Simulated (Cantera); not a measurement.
An isothermal, constant-pressure homogeneous reactor starts with 32.4 % H2, 67.6 % O2, equivalence ratio 0.24, at 1375 K and 0.0267 bar.

Model: GRI-Mech 3.0 (53 species, 325 reactions), integrated in Cantera. Radical loss at walls, strong at low pressure, is not modelled. The temperature is held fixed by assumption; the heat of reaction is taken as removed at once.

One state of this run: x H2 = 0.000561; x O2 = 0.610; x H2O = 0.384; x O = 0.00180; x H2O2 = 2.89e-7; x H = 0.000288; x HO2 = 5.20e-6. x: mole fraction; the columns are a selection and need not sum to one.

Which value of t (s) does it belong to?
A) 0.0216
B) 0.185
C) 0.000293
D) 0.0632

A, 0.0216
